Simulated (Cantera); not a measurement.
An isothermal, constant-pressure homogeneous reactor starts with 84.0 % NH3, 16.0 % N2, at 1723 K and 465 Torr.

Model: the gas-phase N/H chemistry of the illustrative SiF4/NH3 mechanism in the Surface Chemkin manual (1991), integrated in Cantera. Walls and surfaces, which speed up NH3 decomposition in real reactors, are not modelled.

x: mole fraction; the columns are a selection and need not sum to one.

| t (s) | x NH3 | x N | x NH2 | x N2H4 | x H2 |
|---|---|---|---|---|---|
| 7.00e-5 | 0.840 | 1.72e-12 | (withheld) | 2.02e-9 | 1.15e-5 |
| 0.000163 | 0.840 | 1.93e-11 | (withheld) | 1.11e-8 | 2.76e-5 |
| 0.000382 | 0.840 | 8.98e-11 | (withheld) | 5.56e-8 | 7.34e-5 |
| 0.000891 | 0.840 | 2.96e-10 | (withheld) | 1.81e-7 | 0.000254 |
| 0.00208 | 0.839 | 6.98e-10 | 0.000251 | 2.51e-7 | 0.000884 |
| 0.00485 | 0.837 | 1.46e-9 | 0.000251 | 2.51e-7 | 0.00245 |
| 0.0113 | 0.833 | 3.19e-9 | 0.000248 | 2.46e-7 | 0.00608 |
| 0.0265 | 0.822 | 6.90e-9 | 0.000243 | 2.36e-7 | 0.0144 |
| 0.0618 | 0.799 | 1.37e-8 | 0.000234 | 2.19e-7 | 0.0334 |
| 0.144 | 0.749 | 2.27e-8 | 0.000220 | 1.93e-7 | 0.0744 |
| 0.337 | 0.649 | 3.09e-8 | (withheld) | 1.55e-7 | 0.156 |
| 0.786 | 0.484 | 3.62e-8 | (withheld) | 1.02e-7 | 0.291 |
| 1.83 | 0.280 | 3.72e-8 | (withheld) | 4.73e-8 | 0.457 |
| 4.28 | 0.116 | 3.17e-8 | (withheld) | 1.27e-8 | 0.590 |
| 10.0 | 0.0357 | 1.92e-8 | (withheld) | 1.86e-9 | 0.656 |

**Question.** What belongs in the gaps?

**Answer.** 
- 7.00e-5, x NH2: 2.29e-5
- 0.000163, x NH2: 5.31e-5
- 0.000382, x NH2: 0.000118
- 0.000891, x NH2: 0.000214
- 0.337, x NH2: 0.000197
- 0.786, x NH2: 0.000160
- 1.83, x NH2: 0.000109
- 4.28, x NH2: 5.65e-5
- 10.0, x NH2: 2.17e-5
